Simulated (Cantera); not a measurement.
Cantera run, input and output.

```python
import numpy as np
import cantera as ct

gas = ct.Solution("h2o2.yaml")
gas.TPX = 650, 500000, {'H2': 1, 'O2': 0.714, 'N2': 2.69}
flame = ct.FreeFlame(gas, width=0.013)
flame.set_refine_criteria(ratio=3, slope=0.08, curve=0.16)
flame.transport_model = "mixture-averaged"
flame.solve(loglevel=0, auto=True)
z, T = flame.grid, flame.T
thick = (T[-1] - T[0]) / np.gradient(T, z).max()
show = ['H2', 'O2', 'H2O2', 'OH', 'H', 'H2O']
print(f"laminar burning velocity  {flame.velocity[0] * 100:.3f} cm/s")
print(f"burnt temperature         {T[-1]:.1f} K")
print(f"thermal thickness         {thick * 1e3:.4f} mm")
print(f"grid points               {len(z)}")
z0 = z[flame.heat_release_rate.argmax()]
print(f"{'z/mm':>9s}{'T/K':>9s}{'u/(m/s)':>9s}" + "".join(f"{s:>11s}" for s in show))
rows = []
for k in (-3, -2, -1.5, -1, -0.5, -0.25, 0, 0.25, 0.5, 1, 2, 4, 8):
    zz = z0 + k * thick
    rows.append([k * thick, np.interp(zz, z, T), np.interp(zz, z, flame.velocity),
                 *(np.interp(zz, z, flame.X[gas.species_index(s)]) for s in show)])
    print(f"{rows[-1][0] * 1e3:9.3f}{rows[-1][1]:9.1f}{rows[-1][2]:9.3f}" + "".join(f"{x:11.3e}" for x in rows[-1][3:]))
```

It prints:

```
laminar burning velocity  488.172 cm/s
burnt temperature         2271.0 K
thermal thickness         0.0590 mm
grid points               109
     z/mm      T/K  u/(m/s)         H2         O2       H2O2         OH          H        H2O
   -0.177    650.0    4.882  2.270e-01  1.621e-01  1.524e-11  2.020e-14  2.058e-14  9.587e-09
   -0.118    650.0    4.880  2.268e-01  1.622e-01  7.759e-10  3.647e-12  3.804e-12  3.421e-07
   -0.089    650.2    4.877  2.260e-01  1.623e-01  1.140e-08  9.424e-11  1.078e-10  3.741e-06
   -0.059    652.1    4.869  2.220e-01  1.632e-01  3.866e-07  6.835e-09  1.851e-08  8.271e-05
   -0.030    728.2    5.280  1.937e-01  1.657e-01  3.657e-05  8.613e-05  1.017e-04  6.357e-03
   -0.015   1005.8    7.067  1.471e-01  1.559e-01  7.750e-05  1.010e-03  2.271e-03  4.102e-02
    0.000   1398.2    9.621  8.424e-02  1.219e-01  2.145e-05  3.849e-03  9.565e-03  1.130e-01
    0.015   1681.8   11.488  3.931e-02  8.543e-02  5.458e-06  8.943e-03  1.397e-02  1.751e-01
    0.030   1843.2   12.541  2.146e-02  6.810e-02  3.341e-06  1.252e-02  1.251e-02  2.033e-01
    0.059   2005.2   13.558  1.246e-02  5.947e-02  2.020e-06  1.418e-02  7.453e-03  2.212e-01
    0.118   2133.6   14.330  7.420e-03  5.680e-02  1.286e-06  1.261e-02  3.098e-03  2.331e-01
    0.236   2215.0   14.804  3.627e-03  5.596e-02  8.482e-07  9.503e-03  9.742e-04  2.417e-01
    0.472   2255.1   15.032  1.601e-03  5.601e-02  6.158e-07  6.654e-03  2.803e-04  2.464e-01
```

Computed with Cantera and the H2/O2 subset of GRI-Mech 3.0, which has no nitrogen chemistry. The hydrogen kinetics of GRI-Mech 3.0 are dated; newer H2 mechanisms differ, most at raised pressure. Burning velocities carry a grid error of a few per cent, more on coarse grids.
